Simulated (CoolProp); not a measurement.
Vapour-liquid equilibrium of R13 (1) + R11 (2) at 251 K; x and y are mole fractions of (1).

The numbers come from the multi-fluid Helmholtz-energy mixture model, Platzer 1990 and Jacobsen 1992; pair parameters Bell 2016 in CoolProp. This equation is an older, rougher fit; its heat capacities, sound speeds and derivatives of the liquid may be far off and weren't checked against measurements.

```tsv
x	bubble pressure (MPa)	y at the bubble point	dew pressure at overall composition x (MPa)	liquid density (mol/L)
0.05	0.09918	0.860	0.01482	11.61
0.15	0.2504	0.946	0.01656	11.77
0.25	[?]	0.966	0.01876	11.92
0.35	0.4869	0.974	0.02163	12.06
0.45	0.5800	[?]	0.02555	12.18
0.55	0.6627	0.984	0.03120	12.27
0.65	0.7404	0.987	0.04007	12.34
0.75	0.8188	0.990	0.05599	12.35
0.85	0.9053	0.993	0.09284	12.31
0.95	1.009	0.997	0.2692	[?]
```

Some entries are withheld; supply them.


- 0.25, bubble pressure (MPa): 0.3785
- 0.45, y at the bubble point: 0.980
- 0.95, liquid density (mol/L): 12.16

No azeotrope shows between x = 0.05 and 0.95.

The pair parameters rest on a limited set of measurements; away from them the model extrapolates. The gap from Raoult's law changes sign with composition, which may be real or a fault of the pair parameters; it wasn't checked against measurements.
